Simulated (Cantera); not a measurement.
Cantera run, input and output.

```python
import numpy as np
import cantera as ct

gas = ct.Solution("SiF4_NH3_mec.yaml", "gas")
gas.TPX = 2273, 101325, {'NH3': 1, 'N2': 12}
reactor = ct.IdealGasConstPressureReactor(gas, energy="off", clone=False)
net = ct.ReactorNet([reactor])
net.rtol, net.atol = 1e-08, 1e-18
show = ['NH3', 'N2H4', 'NH', 'N', 'H', 'N2']
times = np.geomspace(5e-05, 8, 9)

steps = ct.SolutionArray(gas, extra=["t"])
rows = []
print(f"{'t/s':>10s}{'T/K':>9s}{'P/Pa':>11s}" + "".join(f"{s:>11s}" for s in show))
for t in times:
    while net.time < t:
        t_next = net.step()
        steps.append(gas.state, t=t_next)
    rows.append([np.interp(t, steps.t, y) for y in (steps.T, steps.P, *steps(*show).X.T)])
    print(f"{t:10.3e}{rows[-1][0]:9.1f}{rows[-1][1]:11.4g}" + "".join(f"{x:11.3e}" for x in rows[-1][2:]))
rate = np.gradient(steps.T, steps.t)
print("integrator steps:", len(steps.t))
if steps.T.max() > steps.T[0] + 200:
    print(f"time of steepest temperature rise: {steps.t[rate.argmax()]:.4e} s")
gas.TPX = 2273, 101325, {'NH3': 1, 'N2': 12}
gas.equilibrate("TP")
print(f"equilibrium (TP): T = {gas.T:.1f} K  " + "  ".join(f"{s} {gas[s].X[0]:.3e}" for s in show))
```

It prints:

```
       t/s      T/K       P/Pa        NH3       N2H4         NH          N          H         N2
 5.000e-05   2273.0  1.013e+05  7.575e-02  5.638e-08  1.235e-05  1.573e-07  9.331e-06  9.225e-01
 2.236e-04   2273.0  1.013e+05  7.160e-02  7.815e-08  2.596e-05  1.101e-06  3.900e-05  9.209e-01
 1.000e-03   2273.0  1.013e+05  5.581e-02  3.222e-08  3.251e-05  3.570e-06  1.195e-04  9.147e-01
 4.472e-03   2273.0  1.013e+05  1.922e-02  5.394e-09  2.564e-05  5.299e-06  3.780e-04  9.002e-01
 2.000e-02   2273.0  1.013e+05  2.039e-04  7.497e-12  3.899e-06  3.158e-06  1.743e-03  8.922e-01
 8.944e-02   2273.0  1.013e+05  2.573e-06  2.953e-15  1.227e-07  1.566e-07  2.730e-03  8.916e-01
 4.000e-01   2273.0  1.013e+05  5.709e-07  1.457e-16  2.725e-08  3.479e-08  2.730e-03  8.916e-01
 1.789e+00   2273.0  1.013e+05  4.441e-07  8.824e-17  2.120e-08  2.706e-08  2.730e-03  8.916e-01
 8.000e+00   2273.0  1.013e+05  4.441e-07  8.822e-17  2.120e-08  2.706e-08  2.730e-03  8.916e-01
integrator steps: 1682
equilibrium (TP): T = 2273.0 K  NH3 4.441e-07  N2H4 8.822e-17  NH 2.120e-08  N 2.706e-08  H 2.730e-03  N2 8.916e-01
```

Cantera simulation using the gas-phase N/H chemistry of the illustrative SiF4/NH3 mechanism in the Surface Chemkin manual (1991); the numbers are that mechanism's predictions, not measurements. Walls and surfaces, which speed up NH3 decomposition in real reactors, are not modelled.
